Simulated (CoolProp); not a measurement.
Vapour-liquid equilibrium of propane (1) + isobutene (2) at 12.35 °C; x and y are mole fractions of (1).

Model: multi-fluid Helmholtz-energy mixture model, Lemmon 2009 and Lemmon 2005; pair parameters Bell 2016, in CoolProp.

```
x     bubble pressure, mixture model (MPa)  bubble pressure, Raoult's law (MPa)  y, mixture model  y, Raoult's law
----  ------------------------------------  -----------------------------------  ----------------  ---------------
0.05                                0.2360                               0.2278             0.169            0.149
0.2                                 0.3165                               0.2992             0.455            0.455
0.35                                0.3844                               0.3706             0.616            0.642
0.5                                 0.4487                               0.4420             0.733            0.769
0.65                                0.5140                               0.5134             0.829            0.861
0.8                                 0.5827                               0.5848             0.911            0.930
0.95                                0.6552                               0.6562             0.980            0.984
```

The largest gap from Raoult's law is +5.8 % in bubble pressure, at x = 0.2. No azeotrope shows between x = 0.05 and 0.95.

Pair parameters are fitted to limited data, so mixtures are less certain than the pure fluids.
